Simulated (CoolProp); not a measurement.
Saturation properties of propylene (Tc = 364.2 K, pc = 4555 kPa, ω = 0.146).

Values from CoolProp's reference Helmholtz-energy equation of state, Lemmon 2013.

```tsv
T (K)	p (kPa)	vapour density (kg/m³)	liquid cp (kJ/(kg K))	vapour viscosity (µPa s)
212.1	52.64	1.285	2.145	5.98
225.3	100.3	2.336	2.189	6.35
238.5	176.3	3.952	2.242	6.72
251.8	291.4	6.335	2.307	7.11
265	454.3	9.670	2.385	7.53
278.2	677.2	14.25	2.479	8.01
291.4	971.9	20.43	2.596	8.57
304.7	1354	28.83	2.751	9.26
317.9	1833	40.15	2.970	10.1
331.1	2425	55.96	3.325	11.3
```

It boils at 225.5 K under 1 atm.

Viscosity comes from a separate model (Huber 2003), an estimate that may be off by 10 % or more.
